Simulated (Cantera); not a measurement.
Input: 1 mol B2O3, a varied amount of NH3, held at 1702 °C and 0.810 bar.

These are equilibrium values from Cantera (NASA tables, ideal gas, pure condensed phases), not measurements of a reactor. Candidate condensed phases: B, BN, B2O3, B3O3H3, H2O; 39 gas species. The numbers say what is thermodynamically allowed, not how fast it happens.

log p: log10 of the partial pressure in bar; n: condensed amount in mol.

| n(NH3) (mol) | log p H2 | log p N2 | log p B2O3 | log p HBO2 | log p HBO | log p B2O2 | log p H2O | n B2O3(l) |
|---|---|---|---|---|---|---|---|---|
| 1.8 | -0.28 | -0.73 | -1.51 | -1.52 | -1.56 | -2.40 | -2.53 | … |
| 2.2 | -0.28 | -0.73 | -1.51 | -1.52 | -1.56 | -2.40 | -2.53 | … |
| 2.8 | -0.28 | -0.73 | -1.51 | -1.52 | -1.56 | -2.40 | -2.53 | … |
| 3.6 | -0.28 | -0.73 | -1.51 | -1.52 | -1.56 | -2.40 | -2.53 | … |
| 4.6 | -0.28 | -0.73 | -1.51 | -1.52 | -1.56 | -2.40 | -2.53 | … |
| 5.8 | -0.28 | -0.73 | -1.51 | -1.52 | -1.56 | -2.40 | -2.53 | 0 |
| 7.4 | -0.27 | -0.72 | -1.64 | -1.59 | -1.61 | -2.51 | -2.54 | 0 |
| 9.3 | -0.26 | -0.72 | -1.77 | -1.66 | -1.66 | -2.62 | -2.55 | 0 |
| 12 | -0.25 | -0.71 | -1.93 | -1.75 | -1.72 | -2.74 | -2.57 | 0 |
| 15 | -0.25 | -0.71 | -2.06 | -1.83 | -1.78 | -2.85 | -2.59 | 0 |

### Question
Complete the blanks.

### Answer

- 1.8, n B2O3(l): 0.689
- 2.2, n B2O3(l): 0.620
- 2.8, n B2O3(l): 0.516
- 3.6, n B2O3(l): 0.378
- 4.6, n B2O3(l): 0.205
